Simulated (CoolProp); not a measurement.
Aqueous ammonia as a coolant, 28 % by mass, freezing at -71.2 °C, 1 atm.

Values from CoolProp's Melinder's fits for secondary coolants.

```json
[
 {"T (°C)": "-0.4", "Prandtl number": "23.0", "cp (kJ/(kg K))": "4.248", "conductivity (W/(m K))": "0.417", "viscosity (mPa s)": "2.26"},
 {"T (°C)": "2.8", "Prandtl number": "20.5", "cp (kJ/(kg K))": "4.246", "conductivity (W/(m K))": "0.423", "viscosity (mPa s)": "2.04"},
 {"T (°C)": "6", "Prandtl number": "18.4", "cp (kJ/(kg K))": "4.243", "conductivity (W/(m K))": "0.429", "viscosity (mPa s)": "1.86"},
 {"T (°C)": "9.3", "Prandtl number": "16.5", "cp (kJ/(kg K))": "4.241", "conductivity (W/(m K))": "0.434", "viscosity (mPa s)": "1.69"},
 {"T (°C)": "12.5", "Prandtl number": "14.9", "cp (kJ/(kg K))": "4.238", "conductivity (W/(m K))": "0.440", "viscosity (mPa s)": "1.55"},
 {"T (°C)": "15.7", "Prandtl number": "13.5", "cp (kJ/(kg K))": "4.236", "conductivity (W/(m K))": "0.445", "viscosity (mPa s)": "1.42"},
 {"T (°C)": "18.9", "Prandtl number": "12.2", "cp (kJ/(kg K))": "4.234", "conductivity (W/(m K))": "0.451", "viscosity (mPa s)": "1.30"},
 {"T (°C)": "22.1", "Prandtl number": "11.1", "cp (kJ/(kg K))": "4.231", "conductivity (W/(m K))": "0.456", "viscosity (mPa s)": "1.20"},
 {"T (°C)": "25.4", "Prandtl number": "10.1", "cp (kJ/(kg K))": "4.229", "conductivity (W/(m K))": "0.462", "viscosity (mPa s)": "1.10"},
 {"T (°C)": "28.6", "Prandtl number": "9.20", "cp (kJ/(kg K))": "4.226", "conductivity (W/(m K))": "0.467", "viscosity (mPa s)": "1.02"}
]
```
